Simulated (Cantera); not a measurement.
Input (Python, Cantera):

```python
import numpy as np
import cantera as ct

gas = ct.Solution("gri30.yaml")
gas.TPX = 1425, 220, {'H2': 0.049, 'O2': 1}
inlet = ct.Reservoir(gas, clone=True)

reactor = ct.IdealGasConstPressureReactor(gas, energy="off", clone=False)
exhaust = ct.Reservoir(gas, clone=True)
tau = [2.3, 1, 0.47, 0.21, 0.098, 0.044, 0.02, 0.0092, 0.0042][0]
for a, b in ((inlet, reactor), (reactor, exhaust)):
    ct.MassFlowController(a, b, mdot=lambda t: reactor.mass / tau)
net = ct.ReactorNet([reactor])
show = ['H2', 'O2', 'HO2', 'H2O2', 'O']

rows = []
print(f"{'tau/s':>10s}{'T/K':>9s}" + "".join(f"{s:>11s}" for s in show))
for tau in [2.3, 1, 0.47, 0.21, 0.098, 0.044, 0.02, 0.0092, 0.0042]:
    net.initial_time = 0.0
    net.advance(30 * tau)
    before = gas.X
    net.advance(40 * tau)
    drift = np.max(np.abs(gas.X - before) / (gas.X + 1e-9))
    rows.append([gas.T, *gas[show].X, drift])
    print(f"{tau:10.3e}{gas.T:9.1f}" + "".join(f"{x:11.3e}" for x in gas[show].X))
```

It prints:

```
     tau/s      T/K         H2         O2        HO2       H2O2          O
 2.300e+00   1425.0  5.223e-04  9.265e-01  2.384e-07  6.948e-09  2.264e-02
 1.000e+00   1425.0  6.520e-04  9.207e-01  2.565e-07  7.330e-09  2.792e-02
 4.700e-01   1425.0  7.619e-04  9.170e-01  2.663e-07  7.552e-09  3.120e-02
 2.100e-01   1425.0  9.047e-04  9.148e-01  2.729e-07  7.766e-09  3.310e-02
 9.800e-02   1425.0  1.134e-03  9.140e-01  2.781e-07  8.055e-09  3.374e-02
 4.400e-02   1425.0  1.616e-03  9.140e-01  2.848e-07  8.596e-09  3.342e-02
 2.000e-02   1425.0  2.607e-03  9.150e-01  2.939e-07  9.538e-09  3.207e-02
 9.200e-03   1425.0  4.593e-03  9.171e-01  3.039e-07  1.093e-08  2.944e-02
 4.200e-03   1425.0  8.555e-03  9.211e-01  3.088e-07  1.244e-08  2.507e-02
```

Detailed kinetics in Cantera: GRI-Mech 3.0 (53 species, 325 reactions). Radical loss at walls, strong at low pressure, is not modelled. The temperature is held fixed by assumption; the heat of reaction is taken as removed at once.
